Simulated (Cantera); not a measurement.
**Ammonia decomposition in nitride growth gas**

An isothermal, constant-pressure homogeneous reactor starts with 69.9 % NH3, 23.1 % N2, 6.99 % H2, at 1748 K and 0.178 atm.

Computed with Cantera and the gas-phase N/H chemistry of the illustrative SiF4/NH3 mechanism in the Surface Chemkin manual (1991). Walls and surfaces, which speed up NH3 decomposition in real reactors, are not modelled.

| t (s) | x NH3 | x N2H2 | x N2H4 | x NH | x N | x NH2 |
|---|---|---|---|---|---|---|
| 4.00e-6 | 0.699 | <1e-12 | <1e-12 | <1e-12 | <1e-12 | 4.09e-7 |
| 1.37e-5 | 0.699 | 5.24e-12 | 1.19e-12 | 1.99e-11 | <1e-12 | 1.47e-6 |
| 4.66e-5 | 0.699 | 1.64e-10 | 1.98e-11 | 4.22e-10 | <1e-12 | 5.09e-6 |
| 0.000159 | 0.699 | 3.43e-9 | 2.57e-10 | 7.15e-9 | 1.08e-11 | 1.74e-5 |
| 0.000543 | 0.699 | 5.26e-8 | 3.05e-9 | 9.04e-8 | 5.82e-10 | 5.91e-5 |
| 0.00185 | 0.699 | 6.41e-7 | 2.93e-8 | 7.91e-7 | 1.36e-8 | 0.000183 |
| 0.00632 | 0.698 | 1.67e-6 | 6.85e-8 | 1.70e-6 | 3.93e-8 | 0.000279 |
| 0.0216 | 0.694 | 1.67e-6 | 6.84e-8 | 1.73e-6 | 4.09e-8 | 0.000279 |
| 0.0737 | 0.679 | 1.61e-6 | 6.60e-8 | 1.75e-6 | 4.44e-8 | 0.000274 |
| 0.251 | 0.634 | 1.44e-6 | 5.92e-8 | 1.80e-6 | 5.30e-8 | 0.000260 |
| 0.858 | 0.508 | 1.02e-6 | 4.34e-8 | 1.80e-6 | 6.61e-8 | 0.000222 |
| 2.93 | 0.272 | 4.20e-7 | 1.86e-8 | 1.53e-6 | 7.64e-8 | 0.000145 |
| 10.0 | 0.0624 | 5.98e-8 | 2.39e-9 | 8.82e-7 | 7.18e-8 | 5.22e-5 |
x: mole fraction; the columns are a selection and need not sum to one.

Equilibrium at this temperature and pressure: NH3 1.82e-6, N2H2 <1e-12, N2H4 <1e-12, NH 1.12e-10, N 1.94e-11, NH2 3.16e-9 (gas phase only).
